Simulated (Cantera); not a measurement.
An isothermal, constant-pressure homogeneous reactor starts with 19.6 % C2H6, 80.4 % N2, at 1350 K and 0.00230 bar.

Cantera simulation using GRI-Mech 3.0 (53 species, 325 reactions); the numbers are that mechanism's predictions, not measurements. GRI-Mech 3.0 stops at C3 and has no aromatics, soot or wall deposition, so with more carbon than oxygen in the feed, carbon stays in small species such as C2H2 where larger ones or solid carbon would form. Radical loss at walls, strong at low pressure, is not modelled.

x: mole fraction; the columns are a selection and need not sum to one.

```json
[
 {"t (s)": "0.000600", "x C2H6": "0.196", "x C2H4": "3.86e-6", "x C2H": "<1e-12", "x CH2": "4.09e-9", "x CH3": "(withheld)", "x C2H2": "1.80e-11", "x HCN": "<1e-12"},
 {"t (s)": "0.00165", "x C2H6": "0.195", "x C2H4": "7.76e-5", "x C2H": "<1e-12", "x CH2": "5.39e-8", "x CH3": "(withheld)", "x C2H2": "3.27e-9", "x HCN": "1.43e-12"},
 {"t (s)": "0.00456", "x C2H6": "0.192", "x C2H4": "0.00134", "x C2H": "3.21e-12", "x CH2": "3.83e-7", "x CH3": "(withheld)", "x C2H2": "9.01e-7", "x HCN": "4.11e-10"},
 {"t (s)": "0.0126", "x C2H6": "0.175", "x C2H4": "0.0119", "x C2H": "3.83e-10", "x CH2": "1.43e-6", "x CH3": "(withheld)", "x C2H2": "9.40e-5", "x HCN": "5.70e-9"},
 {"t (s)": "0.0346", "x C2H6": "0.115", "x C2H4": "0.0504", "x C2H": "4.38e-9", "x CH2": "2.46e-6", "x CH3": "(withheld)", "x C2H2": "0.00248", "x HCN": "1.94e-8"},
 {"t (s)": "0.0955", "x C2H6": "0.0284", "x C2H4": "0.0898", "x C2H": "2.00e-8", "x CH2": "1.60e-6", "x CH3": "(withheld)", "x C2H2": "0.0184", "x HCN": "3.63e-8"},
 {"t (s)": "0.263", "x C2H6": "0.00191", "x C2H4": "0.0760", "x C2H": "1.84e-8", "x CH2": "2.36e-7", "x CH3": "(withheld)", "x C2H2": "0.0467", "x HCN": "4.38e-8"},
 {"t (s)": "0.726", "x C2H6": "0.000135", "x C2H4": "0.0560", "x C2H": "7.63e-9", "x CH2": "2.50e-8", "x CH3": "(withheld)", "x C2H2": "0.0659", "x HCN": "4.38e-8"},
 {"t (s)": "2.00", "x C2H6": "1.29e-5", "x C2H4": "0.0409", "x C2H": "3.21e-9", "x CH2": "3.29e-9", "x CH3": "(withheld)", "x C2H2": "0.0795", "x HCN": "4.33e-8"}
]
```

### Question
Fill in the missing entries.

### Answer

- 0.000600, x CH3: 0.000311
- 0.00165, x CH3: 0.000793
- 0.00456, x CH3: 0.00186
- 0.0126, x CH3: 0.00447
- 0.0346, x CH3: 0.00664
- 0.0955, x CH3: 0.00378
- 0.263, x CH3: 0.000859
- 0.726, x CH3: 0.000244
- 2.00, x CH3: 8.51e-5
